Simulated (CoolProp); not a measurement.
Saturation properties of p-xylene (Tc = 616.2 K, pc = 35.32 bar, ω = 0.324).

The numbers come from the reference Helmholtz-energy equation of state, Zhou 2012 in CoolProp.

```
T (K)  p (bar)  vapour density (kg/m³)  liquid cp (kJ/(kg K))  surface tension (mN/m)
-----  -------  ----------------------  ---------------------  ----------------------
465      3.514                   10.84                  2.324                    11.3
474.3    4.224                   12.98                  2.364                    10.5
483.6    5.037                   15.46                  2.405                    9.65
492.8    5.954                   18.30                  2.448                    8.84
502.1    7.004                   21.60                  2.493                    8.04
511.3    8.175                   25.37                  2.541                    7.26
520.6    9.504                   29.78                  2.593                    6.49
529.8    10.97                   34.83                  2.650                    5.74
539.1    12.63                   40.78                  2.714                    5.00
548.4    14.47                   47.78                  2.789                    4.28
557.6    16.49                   56.00                  2.877                    3.59
566.9    18.75                   66.01                  2.991                    2.91
576.1    21.21                   78.18                  3.142                    2.27
585.4    23.97                   93.83                  3.372                    1.65
594.6    26.98                   114.5                  3.774                    1.07
```

It boils at 411.5 K under 1 atm.

Surface tension comes from a separate correlation (Mulero 2014).
